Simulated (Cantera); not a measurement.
Aluminium and copper etching: Al + I2 + H2

Feed: 1 mol Al, 0.44 mol I2, 0.4 mol H2, held at 15.0 Pa.

Cantera equilibrium calculation (NASA polynomials, part measured and part estimated; ideal gas, pure solids and liquids). Candidate condensed phases: Al, AlI3, I2; 11 gas species. Kinetics and transport are ignored.

From 200 °C to 600 °C the condensed part is Al(s). From 700 °C to 1200 °C the condensed part is Al(l). At 1300 °C nothing is condensed. The main Al-bearing gas is AlI3 at 200 °C and AlI at 1300 °C.

| T (°C) | log p AlI | log p H2 | log p AlI3 | log p Al | log p Al2I6 | log p I | n Al(s) | n Al(l) |
|---|---|---|---|---|---|---|---|---|
| 200 | -10.63 | -4.04 | -4.32 | <-15 | -5.01 | <-15 | 0.707 | 0 |
| 300 | -8.07 | -4.06 | -4.20 | <-15 | -6.69 | -13.55 | 0.707 | 0 |
| 400 | -6.31 | -4.06 | -4.20 | <-15 | -8.00 | -11.22 | 0.705 | 0 |
| 500 | -5.03 | -4.08 | -4.24 | -15.25 | -9.04 | -9.50 | 0.677 | 0 |
| 600 | -4.18 | -4.22 | -4.65 | -12.72 | -10.59 | -8.30 | 0.414 | 0 |
| 700 | -3.99 | -4.33 | -6.39 | -10.75 | -14.63 | -7.80 | 0 | 0.127 |
| 800 | -3.99 | -4.33 | -8.16 | -9.18 | <-15 | -7.51 | 0 | 0.120 |
| 900 | -3.99 | -4.33 | -9.63 | -7.89 | <-15 | -7.26 | 0 | 0.120 |
| 1000 | -3.99 | -4.33 | -10.85 | -6.80 | <-15 | -7.04 | 0 | 0.119 |
| 1100 | -3.99 | -4.33 | -11.90 | -5.87 | <-15 | -6.86 | 0 | 0.110 |
| 1200 | -4.01 | -4.36 | -12.85 | -5.08 | <-15 | -6.72 | 0 | 0.0451 |
| 1300 | -4.03 | -4.37 | -12.70 | -4.87 | <-15 | -6.10 | 0 | 0 |
log p: log10 of the partial pressure in bar; n: condensed amount in mol.
